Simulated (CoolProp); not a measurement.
The numbers come from the reference Helmholtz-energy equation of state, McLinden 2015 in CoolProp.

Problem. Give the vapour pressure (bar), liquid density (kg/m³), vapour density (kg/m³), enthalpy of vaporisation (kJ/kg) of saturated the fluoroketone C6F12O (FK-5-1-12) at -45.35 °C.

Solution. 
```csv
T (°C),p (bar),liquid density (kg/m³),vapour density (kg/m³),enthalpy of vaporisation (kJ/kg)
-45.35,0.00615,1800,0.103,114
```
